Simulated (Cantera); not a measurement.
# PbO + CO + H2 (carbothermic reduction)

Input: 1 mol PbO, 2.5 mol CO, 1.4 mol H2.

Method: chemical equilibrium by Gibbs-energy minimisation in Cantera with the NASA 1993 tables (ideal gas, pure condensed phases). Candidate condensed phases: C, C6H6, C7H8, C8H18, H2O, Pb, PbO, PbO2, Pb3O4; 113 gas species. Rates play no part.

Q: Map the stable condensed phases over T = 1050, 1150, 1250, 1350, 1450, 1550, 1650, 1750, 1850, 1950, 2050, 2150, 2250, 2350 K and P in Pa = 10, 52, 270, 1400, 7200, 37000, 190000, 1000000.

A: 
```
T in K \ P in Pa
              10      52     270    1400    7200   37000  190000 1000000
   2350        A       A       A       A       A       A       A       A
   2250        A       A       A       A       A       A       A       A
   2150        A       A       A       A       A       A       A       B
   2050        A       A       A       A       A       A       A       B
   1950        A       A       A       A       A       A       A       B
   1850        A       A       A       A       A       A       B       B
   1750        A       A       A       A       A       A       B       B
   1650        A       A       A       A       A       A       B       B
   1550        A       A       A       A       A       B       B       B
   1450        A       A       A       A       A       B       B       B
   1350        A       A       A       A       B       B       B       B
   1250        A       A       A       B       B       B       B       B
   1150        A       A       B       B       B       B       B       B
   1050        A       B       B       B       B       B       B       C
```
A: gas only; B: Pb; C: C + Pb.
